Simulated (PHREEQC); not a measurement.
Make-up at 70 °C: 0.0074 mol KOH, 0.00056 mol Na2SiO3 and 0.0038 mol Na2CO3 per kg of water. Closed to the air; pH follows from the charge balance.

Equilibrium calculation in PHREEQC: ion-association model, phreeqc.dat.

No solid was allowed to form.

Q: Estimate the pH, specific conductance, ionic strength.

A: pH 10.65; specific conductance 5800 µS/cm; ionic strength 0.0170 mol/kgw.

Q: In which forms is Si present?

A: H3SiO4- 92 %, H2SiO4-2 4.0 %, H4SiO4 3.7 % of the Si.

Constants without temperature data keep their 25 °C values here.
